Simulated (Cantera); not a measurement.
A diamond (100) surface in a fixed gas of H2 with x(CH4) = 0.024, x(H) = 0.0022, x(CH3) = 0.00075, 0.0150 bar; coverages are run to steady state.

Model: the Harris–Goodwin 1993 mechanism for the reconstructed diamond (100) surface, integrated in Cantera.

One state of this run: growth (µm/h) = 3.61; θ c6HH = 0.506; θ c6H* = 0.0130; θ c6*H = 0.287; θ c6** = 0.00594; θ c6HM = 0.140. θ: site fractions in the mechanism's names (c6HH fully hydrogenated, c6H* and c6*H radical sites, c6** diradical, c6HM methylated).

Task: Which value of T (K) does it belong to?
(A) 975
(B) 900
(C) 1350
(D) 1050

Result: A, 975
